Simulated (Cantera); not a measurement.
Charge: 1 mol n-butane, 2.5 mol NH₃, 1.2 mol H₂, at 825 °C and 1.00 bar.

These are equilibrium values from Cantera (NASA tables, ideal gas, pure condensed phases), not measurements of a reactor. Candidate condensed phases: C, C₆H₆, C₇H₈, C₈H₁₈; 92 gas species. The numbers say what is thermodynamically allowed, not how fast it happens.

Base state: H₂ 0.858, N₂ 0.115, CH₄ 0.0269, NH₃ 8.64e-5 (mole fractions); condensed: C(graphite).

### Question
What changes in the equilibrium state with this change: temperature from 825 °C to 525 °C?

### Answer
| species | before | after |
|---|---|---|
| H₂ | 0.858 | 0.501 |
| CH₄ | 0.0269 | 0.348 |
| N₂ | 0.115 | 0.150 |
| NH₃ | 8.64e-5 | 0.000419 |
| C(graphite), mol | 3.71 | 1.11 |

### Question
What changes in the equilibrium state with this change: pressure from 1.00 bar to 2.10 mbar?

### Answer
| species | before | after |
|---|---|---|
| H₂ | 0.858 | 0.888 |
| N₂ | 0.115 | 0.112 |
| CH₄ | 0.0269 | 6.05e-5 |
| NH₃ | 8.64e-5 | 1.89e-7 |
| C(graphite), mol | 3.71 | 4.00 |

### Question
What changes in the equilibrium state with this change: temperature from 825 °C to 375 °C?

### Answer
```csv
species,before,after
CH₄,0.0269,0.556
H₂,0.858,0.269
N₂,0.115,0.173
NH₃,8.64e-5,0.00112
"C(graphite), mol",3.71,0
```
